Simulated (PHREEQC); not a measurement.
1 kg of water holding 160 mmol/kgw KOH and 47 mmol/kgw NaCl meets 20 L of dry gas (N2 0.13, O2 0.87 by moles) at fixed total pressure, at 40 °C; fugacities by Peng-Robinson. The gases take part in no redox reaction, some water evaporates into the gas, and hydrates or a liquid gas phase aren't modelled. Precipitation was switched off in this run.

The numbers come from PHREEQC with the ion-association model, phreeqc.dat.

```tsv
P (atm)	dissolved N2 (mol/kgw)	φ of N2	p of N2 (atm)	dissolved O2 (mol/kgw)	φ of O2
2	0.000134	1.000	0.251	0.00165	0.998
5	0.000340	0.999	0.641	0.00420	0.996
10	0.000680	?	1.29	0.00837	0.992
20	0.00135	0.995	2.59	0.0165	0.985
30	0.00200	0.993	3.89	0.0243	0.978
40	0.00263	0.991	5.19	0.0318	0.972
50	0.00324	0.990	6.49	?	0.965
75	0.00472	0.987	9.74	0.0559	0.951
100	0.00611	0.987	13.0	0.0714	0.938
150	0.00869	0.990	19.5	?	0.917
200	0.0111	1.000	26.0	0.122	?
300	0.0153	?	39.0	?	0.887
400	0.0190	1.082	51.9	0.189	0.888
```

Question: Complete the blanks.

Answer: 
- 10, φ of N2: 0.997
- 50, dissolved O2 (mol/kgw): 0.0390
- 150, dissolved O2 (mol/kgw): 0.0986
- 200, φ of O2: 0.902
- 300, φ of N2: 1.033
- 300, dissolved O2 (mol/kgw): 0.159

Species that the database lacks are ignored. Away from 25 °C the constants follow the database's enthalpies or fits; those with neither stay at their 25 °C values.
